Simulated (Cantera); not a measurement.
A closed system holds: 1 mol S, 1.8 mol H2O, 4 mol O2, held at 1048.15 K and 1.00 bar.

Equilibrium computed with Cantera from the NASA thermochemical tables; the gas is ideal and each condensed phase is pure. Candidate condensed phases: H2O, H2SO4, S; 19 gas species. Equilibrium is a limit: real reactors are often held back by kinetics, nucleation or transport.

Question: What is the equilibrium state?

Answer: 
```
Quantity                             Value
-------------------------------  ---------
x(O2)                                0.499
x(H2O)                               0.322
x(SO2)                               0.103
x(SO3)                              0.0764
x(H2SO4)                           6.43e-5
gas amount                       5.586 mol
log10 activity of S(l) (absent)     -15.38
```
